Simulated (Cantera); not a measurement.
Charge: 1 mol C6H6, 0.58 mol H2, 3.6 mol N2, 0.055 mol NH3, held at 675 K and 2330 Torr.

These are equilibrium values from Cantera (NASA tables, ideal gas, pure condensed phases), not measurements of a reactor. Candidate condensed phases: C, C6H6, C7H8, C8H18; 92 gas species. Kinetics and transport are ignored.

Q: What is the equilibrium state?

A: 
- x(N2) = 0.638
- x(CH4) = 0.282
- x(H2) = 0.0790
- x(NH3) = 0.000719
- x(C2H6) = 2.80e-6
- n(C(graphite)) = 4.40 mol
- gas amount = 5.682 mol
